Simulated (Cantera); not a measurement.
Feed: 1 mol Na₂CO₃, 0.19 mol CO₂, 0.033 mol O₂, held at 0.270 bar.

Cantera equilibrium calculation (NASA polynomials, part measured and part estimated; ideal gas, pure solids and liquids). Candidate condensed phases: C, Na, NaO₂, Na₂CO₃, Na₂O, Na₂O₂; 16 gas species. Equilibrium is a limit: real reactors are often held back by kinetics, nucleation or transport.

### Question
Which condensed phases are stable at each of these points (T (°C)): 527, 727, 927, 1127, 1327, 1527, 1727, 1927?

### Answer
```json
[
 {"T (°C)": "527", "condensed phases": "Na₂CO₃(s)", "Na condensed (%)": "100.0"},
 {"T (°C)": "727", "condensed phases": "Na₂CO₃(s)", "Na condensed (%)": "100.0"},
 {"T (°C)": "927", "condensed phases": "Na₂CO₃(l)", "Na condensed (%)": "100.0"},
 {"T (°C)": "1127", "condensed phases": "Na₂CO₃(l)", "Na condensed (%)": "100.0"},
 {"T (°C)": "1327", "condensed phases": "Na₂CO₃(l)", "Na condensed (%)": "100.0"},
 {"T (°C)": "1527", "condensed phases": "Na₂CO₃(l)", "Na condensed (%)": "99.4"},
 {"T (°C)": "1727", "condensed phases": "gas only", "Na condensed (%)": "0.0"},
 {"T (°C)": "1927", "condensed phases": "gas only", "Na condensed (%)": "0.0"}
]
```

From 527 °C to 727 °C the condensed part is Na₂CO₃(s). From 927 °C to 1527 °C the condensed part is Na₂CO₃(l). From 1727 °C to 1927 °C nothing is condensed.
